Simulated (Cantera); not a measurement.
An adiabatic, constant-volume homogeneous reactor starts with 17.1 % H2, 17.4 % O2, 65.5 % N2, equivalence ratio 0.49, at 1050 K and 0.360 bar.

Computed with Cantera and the H2/O2 subset of GRI-Mech 3.0, which has no nitrogen chemistry.

x: mole fraction; the columns are a selection and need not sum to one.

```csv
t (s),T (K),P (bar),x H2,x O2,x H2O,x OH,x O,x HO2,x H
3.00e-6,1050,0.360,0.171,0.174,4.12e-12,3.32e-12,5.27e-12,8.76e-11,8.29e-11
7.56e-6,1050,0.360,0.171,0.174,4.26e-11,1.30e-11,2.67e-11,2.28e-10,2.21e-10
1.91e-5,1050,0.360,0.171,0.174,4.33e-10,5.53e-11,1.32e-10,6.34e-10,7.59e-10
4.81e-5,1050,0.360,0.171,0.174,6.58e-9,4.46e-10,1.12e-9,___,5.68e-9
0.000121,1050,0.360,0.171,0.174,6.41e-7,3.55e-8,8.93e-8,___,4.46e-7
0.000306,1267,0.430,0.0797,0.133,0.0699,0.00559,0.0106,___,0.0399
0.000771,2413,0.764,0.00366,0.0922,0.173,0.0151,0.00471,___,0.00171
0.00194,2439,0.771,0.00289,0.0927,0.175,0.0137,0.00372,8.16e-6,0.00118
0.00490,2439,0.771,0.00289,0.0927,0.175,0.0137,0.00372,8.16e-6,0.00118
0.0124,2439,0.771,0.00289,0.0927,0.175,0.0137,0.00372,8.16e-6,0.00118
0.0312,2439,0.771,0.00289,0.0927,0.175,0.0137,0.00372,8.16e-6,0.00118
0.0786,2439,0.771,0.00289,0.0927,0.175,0.0137,0.00372,8.16e-6,0.00118
0.198,2439,0.771,0.00289,0.0927,0.175,0.0137,0.00372,8.16e-6,0.00118
0.500,2439,0.771,0.00289,0.0927,0.175,0.0137,0.00372,8.16e-6,0.00118
```

Task: Complete the blanks.

Result: 
- 4.81e-5, x HO2: 2.54e-9
- 0.000121, x HO2: 1.13e-7
- 0.000306, x HO2: 3.64e-5
- 0.000771, x HO2: 7.37e-6
